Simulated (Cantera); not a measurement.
A closed system holds: 1 mol SiH₂Cl₂, 1100 mol H₂, at 2225 K and 0.0160 bar.

Method: chemical equilibrium by Gibbs-energy minimisation in Cantera with the NASA 1993 tables (ideal gas, pure condensed phases). Candidate condensed phases: Si; 19 gas species. Equilibrium is a limit: real reactors are often held back by kinetics, nucleation or transport.

Base state: H₂ 0.948, H 0.0498, HCl 0.00170, Si 0.000829, Cl 6.49e-5, SiH 4.30e-5 (mole fractions); condensed: gas only.

**Question.** What changes in the equilibrium state with this change: pressure from 0.0160 bar to 0.440 bar?

**Answer.** 
```csv
species,before,after
H₂,0.948,0.988
H,0.0498,0.00970
HCl,0.00170,0.00178
Si,0.000829,0.000554
SiH₂,8.98e-6,0.000172
Cl,6.49e-5,1.27e-5
SiH,4.30e-5,0.000154
```
Gases not in the tables: Si₂H₆ and higher silanes.

**Question.** What changes in the equilibrium state with this change: H₂ from 1100 to 33 mol?

**Answer.** 
| species | before | after |
|---|---|---|
| H₂ | 0.948 | 0.878 |
| H | 0.0498 | 0.0480 |
| HCl | 0.00170 | 0.0450 |
| Si | 0.000829 | 0.0208 |
| SiCl₂ | 1.63e-7 | 0.00310 |
| Si₃ | 2.16e-9 | 3.43e-5 |
| SiCl | 2.05e-6 | 0.00142 |
| Si₂ | 3.94e-7 | 0.000249 |
The tables' values for SiCl are old estimates; treat these amounts as uncertain. Gases not in the tables: Si₂H₆ and higher silanes.

**Question.** What changes in the equilibrium state with this change: temperature from 2225 K to 1198 K?

**Answer.** 
```csv
species,before,after
H₂,0.948,0.998
HCl,0.00170,0.00180
H,0.0498,1.50e-6
Si,0.000829,<1e-9
SiH,4.30e-5,<1e-9
Cl,6.49e-5,2.35e-9
"Si(s), mol",0,0.991
```
